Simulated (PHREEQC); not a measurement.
## Alkaline etch or developer: speciation

Solution (25 °C): 0.3 mol TMAH, 0.018 mol K2SiO3 and 0.00034 mol Na2CO3 per kg of water. Closed to the air; pH follows from the charge balance.

All values are PHREEQC results (ion-association model, phreeqc.dat), not measurements.

Each row changes one thing in this solution. Precipitation was switched off in this run.

| case | pH | ionic strength (mol/kgw) | NaCO3- (mol/kgw) | HCO3- (mol/kgw) |
|---|---|---|---|---|
| as made | 13.30 | 0.351 | 1.09e-6 | 1.30e-7 |
| diluted 100-fold with water | 11.47 | 0.00337 | 3.17e-10 | 1.93e-7 |
| diluted 10-fold with water | 12.41 | 0.0341 | 2.24e-8 | 1.70e-7 |
| K2SiO3 replaced by KHSO4 at the same molality | 13.27 | 0.336 | 1.09e-6 | 1.41e-7 |
| TMAH left out | 12.11 | 0.0393 | 2.13e-6 | [?] |
| diluted 2-fold with water | 13.04 | 0.174 | 3.49e-7 | 1.42e-7 |
| K2SiO3 replaced by K2HPO4 at the same molality | 13.27 | 0.391 | [?] | 1.38e-7 |
| diluted 5-fold with water | 12.69 | 0.0688 | 7.44e-8 | 1.58e-7 |

Problem. Some entries are withheld; supply them.

Solution. 
- TMAH left out, HCO3- (mol/kgw): 3.29e-6
- K2SiO3 replaced by K2HPO4 at the same molality, NaCO3- (mol/kgw): 1.05e-6

Complexes and solids missing from the database can't appear. (CH3)4N+ isn't in the database: it is added as a free cation with an ion size of 4 Å.
